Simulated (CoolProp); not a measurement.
Values from CoolProp's reference Helmholtz-energy equation of state, Zhou 2012.

Task: For ethylbenzene, give the phase and the cp (kJ/(kg K)) at 564.6 K and 0.0172 MPa; 564.6 K and 0.089 MPa.

Result: 
- 564.6 K and 0.0172 MPa: gas; cp 2.14
- 564.6 K and 0.089 MPa: gas; cp 2.14
